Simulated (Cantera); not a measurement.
An isothermal, constant-pressure homogeneous reactor starts with CH2O : O2 : N2 = 0.0045 : 0.029 : 1 (molar parts), at 1325 K and 95000 Pa. Integrator tolerance rtol = 1e-08.

Detailed kinetics in Cantera: GRI-Mech 3.0 (53 species, 325 reactions).

What does this change do: O2 0.029 to 0.0037 parts?


```csv
quantity,before,after
x(CH2O) at 20.0 s,<1e-12 (gas-phase equilibrium <1e-12),<1e-12 (gas-phase equilibrium <1e-12)
x(O2) at 20.0 s,0.0237 (gas-phase equilibrium 0.0236),1.09e-11 (gas-phase equilibrium <1e-12)
x(NO) at 20.0 s,3.02e-7 (gas-phase equilibrium 0.000173),1.66e-6 (gas-phase equilibrium 1.03e-9)
x(HO2) at 20.0 s,1.90e-9 (gas-phase equilibrium 1.89e-9),<1e-12 (gas-phase equilibrium <1e-12)
x(H2O) at 20.0 s,0.00435 (gas-phase equilibrium 0.00435),0.00387 (gas-phase equilibrium 0.00387)
```
